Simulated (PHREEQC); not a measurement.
A solution holds 0.041 mol NiCl2, 0.052 mol NaCl and 0.00097 mol FeSO4 per kg of water, at 80 °C. Closed to the air; pH follows from the charge balance.

The numbers come from PHREEQC with the ion-association model, wateq4f.dat.

Problem. The ionic strength comes out as 0.168 mol/kgw. What activity coefficients do Fe+2, SO4-2, NaSO4-, Na+, NiOH+ get?

Solution. Fe+2 0.31, SO4-2 0.28, NaSO4- 0.73, Na+ 0.73, NiOH+ 0.73.

No solid was allowed to form. Complexes and solids missing from the database can't appear. At this temperature some constants are extrapolated from 25 °C, and those without enthalpy data are left unchanged.
